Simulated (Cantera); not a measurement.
A Cantera script and its output.

```python
import numpy as np
import cantera as ct

gas = ct.Solution("gri30.yaml", transport_model="mixture-averaged")
show = ['CH3', 'H2O', 'NH3']

rows = []
print(f"{'T/K':>7s}{'rho':>11s}{'cp':>10s}{'mu':>11s}{'lambda':>11s}{'Pr':>7s}" + "".join(f"{'D_' + s:>11s}" for s in show))
for T in [400, 600, 800, 1000, 1200, 1400, 1600]:
    gas.TPX = T, 101325, {'N2': 0.53, 'C2H2': 0.79}
    Pr = gas.cp_mass * gas.viscosity / gas.thermal_conductivity
    D = [gas.mix_diff_coeffs_mole[gas.species_index(s)] for s in show]
    rows.append([gas.density, gas.cp_mass, gas.viscosity, gas.thermal_conductivity, Pr, *D])
    print(f"{T:7g}{gas.density:11.4e}{gas.cp_mass:10.1f}{gas.viscosity:11.4e}"
          f"{gas.thermal_conductivity:11.4e}{Pr:7.3f}" + "".join(f"{d:11.4e}" for d in D))
print("SI units: kg/m3, J/kg/K, Pa s, W/m/K, m2/s")
```

Result:

```
    T/K        rho        cp         mu     lambda     Pr      D_CH3      D_H2O      D_NH3
    400 8.1746e-01    1560.0 1.6553e-05 3.4497e-02  0.749 3.2682e-05 3.3386e-05 3.2224e-05
    600 5.4497e-01    1746.4 2.2589e-05 5.2008e-02  0.759 6.6723e-05 7.2104e-05 6.8956e-05
    800 4.0873e-01    1884.6 2.7752e-05 6.8644e-02  0.762 1.0935e-04 1.2196e-04 1.1597e-04
   1000 3.2698e-01    2005.0 3.2367e-05 8.4601e-02  0.767 1.5962e-04 1.8146e-04 1.7191e-04
   1200 2.7249e-01    2102.6 3.6601e-05 9.9918e-02  0.770 2.1691e-04 2.4963e-04 2.3591e-04
   1400 2.3356e-01    2182.6 4.0550e-05 1.1461e-01  0.772 2.8077e-04 3.2578e-04 3.0735e-04
   1600 2.0436e-01    2248.0 4.4277e-05 1.2869e-01  0.773 3.5083e-04 4.0939e-04 3.8576e-04
SI units: kg/m3, J/kg/K, Pa s, W/m/K, m2/s
```

Detailed kinetics in Cantera: GRI-Mech 3.0 (53 species, 325 reactions). The composition is frozen, though it would react at the higher temperatures.
